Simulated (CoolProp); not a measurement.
Saturation properties of R143a (Tc = 72.7 °C, pc = 3762 kPa, ω = 0.261).

Computed with CoolProp (reference Helmholtz-energy equation of state, Lemmon and Jacobsen 2000).

```tsv
T (°C)	p (kPa)	liquid cp (kJ/(kg K))	vapour Z	surface tension (mN/m)	vapour viscosity (µPa s)
-77.95	18.05	1.254	0.9836	19.0	7.25
-73.25	24.47	1.264	0.9801	18.3	7.44
-68.65	32.44	1.273	0.9762	17.5	7.63
-63.95	42.64	1.284	0.9717	16.8	7.81
-59.35	54.96	1.294	0.9667	16.1	8.00
-54.65	70.34	1.306	0.9610	15.4	8.18
-49.95	88.95	1.318	0.9547	14.7	8.37
-45.35	110.7	1.330	0.9478	14.0	8.55
-40.65	137.1	1.343	0.9401	13.3	8.72
-36.05	167.4	1.356	0.9318	12.6	8.89
```

It boils at -47.2 °C under 1 atm.

Viscosity comes from a separate model (Klein 1997), an estimate that may be off by 10 % or more. Surface tension comes from a separate correlation (Mulero 2014).
